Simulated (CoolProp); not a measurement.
Saturation properties of fluorine (Tc = 144.4 K, pc = 52.40 bar, ω = 0.045).

Values from CoolProp's reference Helmholtz-energy equation of state, de Reuck 1990.

```json
[
 {"T (K)": "110.5", "p (bar)": "9.190", "liquid density (kg/m³)": "(withheld)", "vapour density (kg/m³)": "44.76", "liquid cp (kJ/(kg K))": "1.685"},
 {"T (K)": "112.8", "p (bar)": "10.66", "liquid density (kg/m³)": "1279", "vapour density (kg/m³)": "51.82", "liquid cp (kJ/(kg K))": "1.717"},
 {"T (K)": "115", "p (bar)": "12.21", "liquid density (kg/m³)": "1258", "vapour density (kg/m³)": "59.39", "liquid cp (kJ/(kg K))": "1.752"},
 {"T (K)": "117.3", "p (bar)": "14.00", "liquid density (kg/m³)": "1236", "vapour density (kg/m³)": "68.28", "liquid cp (kJ/(kg K))": "1.795"},
 {"T (K)": "119.5", "p (bar)": "15.89", "liquid density (kg/m³)": "1213", "vapour density (kg/m³)": "77.83", "liquid cp (kJ/(kg K))": "(withheld)"},
 {"T (K)": "121.8", "p (bar)": "18.05", "liquid density (kg/m³)": "1188", "vapour density (kg/m³)": "89.09", "liquid cp (kJ/(kg K))": "1.907"},
 {"T (K)": "124", "p (bar)": "20.30", "liquid density (kg/m³)": "1163", "vapour density (kg/m³)": "101.3", "liquid cp (kJ/(kg K))": "(withheld)"},
 {"T (K)": "126.3", "p (bar)": "22.87", "liquid density (kg/m³)": "1134", "vapour density (kg/m³)": "115.7", "liquid cp (kJ/(kg K))": "2.079"},
 {"T (K)": "128.5", "p (bar)": "25.53", "liquid density (kg/m³)": "1106", "vapour density (kg/m³)": "131.6", "liquid cp (kJ/(kg K))": "2.201"},
 {"T (K)": "130.8", "p (bar)": "28.55", "liquid density (kg/m³)": "1073", "vapour density (kg/m³)": "150.7", "liquid cp (kJ/(kg K))": "2.370"},
 {"T (K)": "133.1", "p (bar)": "31.83", "liquid density (kg/m³)": "1037", "vapour density (kg/m³)": "173.2", "liquid cp (kJ/(kg K))": "2.609"},
 {"T (K)": "135.3", "p (bar)": "35.22", "liquid density (kg/m³)": "(withheld)", "vapour density (kg/m³)": "199.0", "liquid cp (kJ/(kg K))": "2.949"},
 {"T (K)": "137.6", "p (bar)": "(withheld)", "liquid density (kg/m³)": "950.9", "vapour density (kg/m³)": "232.2", "liquid cp (kJ/(kg K))": "3.537"}
]
```

### Question
Fill in the missing entries.

### Answer

- 110.5, liquid density (kg/m³): 1301
- 119.5, liquid cp (kJ/(kg K)): 1.845
- 124, liquid cp (kJ/(kg K)): 1.982
- 135.3, liquid density (kg/m³): 998.1
- 137.6, p (bar): 39.04

It boils at 85.0 K under 1 atm.
